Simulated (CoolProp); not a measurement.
Aqueous ethylene glycol as a coolant, at 1 °C, 1 atm.

Values from CoolProp's Melinder's fits for secondary coolants.

| mass % | freezing point (°C) | Prandtl number | viscosity (mPa s) | density (kg/m³) | cp (kJ/(kg K)) |
|---|---|---|---|---|---|
| 3.5 | -1.1 | 14.2 | 1.88 | 1004 | 4.146 |
| 8.1 | -2.7 | 16.4 | 2.14 | 1011 | 4.069 |
| 12.7 | -4.4 | 19.1 | 2.46 | 1018 | 3.992 |
| 17.3 | -6.5 | 22.3 | 2.82 | 1025 | 3.912 |
| 21.9 | -9.0 | 26.0 | 3.24 | 1032 | 3.826 |
| 26.4 | -11.9 | 30.1 | 3.71 | 1039 | 3.737 |
| 31 | -15.4 | 35.0 | 4.26 | 1046 | 3.640 |
| 35.6 | -19.4 | 40.6 | 4.89 | 1053 | 3.538 |
| 40.2 | -24.0 | 47.0 | 5.61 | 1060 | 3.434 |
| 44.8 | -29.3 | 54.5 | 6.46 | 1067 | 3.328 |
| 49.4 | -35.2 | 63.3 | 7.45 | 1073 | 3.222 |
| 54 | -41.7 | 73.4 | 8.60 | 1080 | 3.116 |
